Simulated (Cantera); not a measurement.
Input: 1 mol SiHCl₃, 120 mol N₂, held at 0.680 bar.

Equilibrium computed with Cantera from the NASA thermochemical tables; the gas is ideal and each condensed phase is pure. Candidate condensed phases: NH₄Cl, Si, Si₃N₄; 28 gas species. N₂ is the only nitrogen source here; it is nearly inert below about 1500 K, so the nitride shown seldom forms there in practice. Kinetics and transport are ignored.

Q: At 850 K, list the 4 most abundant gas species with their mole fractions, and the condensed phases.

A: N₂ 0.988, HCl 0.00712, SiCl₄ 0.00441, H₂ 0.000566. Condensed: Si₃N₄(s).
